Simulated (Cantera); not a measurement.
A freely propagating, adiabatic, planar premixed flame of CH4 : O2 : N2 = 0.77 : 1.43 : 5.37 (molar parts), unburnt at 625 K and 1.00 bar; mixture-averaged transport, grid criteria slope 0.08 and curve 0.16, no radiation.

Model: GRI-Mech 3.0 (53 species, 325 reactions), integrated in Cantera. Burning velocities carry a grid error of a few per cent, more on coarse grids.

x: mole fraction of selected species; z is measured from the peak of heat release.

| z (mm) | T (K) | u (m/s) | x CH4 | x O2 | x C2H2 | x NO | x CH2 | x N2O |
|---|---|---|---|---|---|---|---|---|
| -0.960 | 625 | 1.43 | 0.102 | 0.189 | <1e-8 | <1e-8 | <1e-8 | <1e-8 |
| -0.640 | 626 | 1.43 | 0.101 | 0.188 | 3.04e-8 | <1e-8 | <1e-8 | <1e-8 |
| -0.480 | 633 | 1.45 | 0.100 | 0.187 | 2.42e-7 | ? | <1e-8 | <1e-8 |
| -0.320 | 683 | 1.58 | 0.0963 | 0.183 | 2.98e-6 | ? | <1e-8 | <1e-8 |
| -0.160 | 1050 | 2.47 | 0.0702 | 0.152 | 4.74e-5 | ? | 4.76e-7 | <1e-8 |
| -0.0800 | 1459 | 3.47 | 0.0390 | 0.111 | 0.000149 | ? | 1.50e-5 | 1.89e-8 |
| 0 | 1845 | 4.43 | 0.00989 | 0.0615 | 0.000273 | ? | 8.30e-5 | 4.15e-8 |
| 0.0800 | 2013 | 4.84 | 0.000877 | 0.0318 | 7.06e-5 | ? | 3.22e-5 | 6.49e-8 |
| 0.160 | 2057 | 4.93 | 3.96e-5 | 0.0208 | 3.59e-6 | ? | 2.18e-6 | 7.93e-8 |
| 0.320 | 2097 | 5.00 | 8.21e-8 | 0.0154 | <1e-8 | ? | <1e-8 | 8.33e-8 |
| 0.640 | 2148 | 5.10 | <1e-8 | 0.0130 | <1e-8 | ? | <1e-8 | 8.27e-8 |
| 1.28 | 2213 | 5.23 | <1e-8 | 0.0107 | <1e-8 | ? | <1e-8 | 8.56e-8 |
| 2.56 | 2282 | 5.37 | <1e-8 | 0.00826 | <1e-8 | ? | <1e-8 | 9.14e-8 |

Question: Some entries are withheld; supply them.

Answer: 
- -0.480, x NO: 2.32e-8
- -0.320, x NO: 2.24e-7
- -0.160, x NO: 2.71e-6
- -0.0800, x NO: 6.89e-6
- 0, x NO: 1.49e-5
- 0.0800, x NO: 2.58e-5
- 0.160, x NO: 3.37e-5
- 0.320, x NO: 4.09e-5
- 0.640, x NO: 4.89e-5
- 1.28, x NO: 6.29e-5
- 2.56, x NO: 8.82e-5
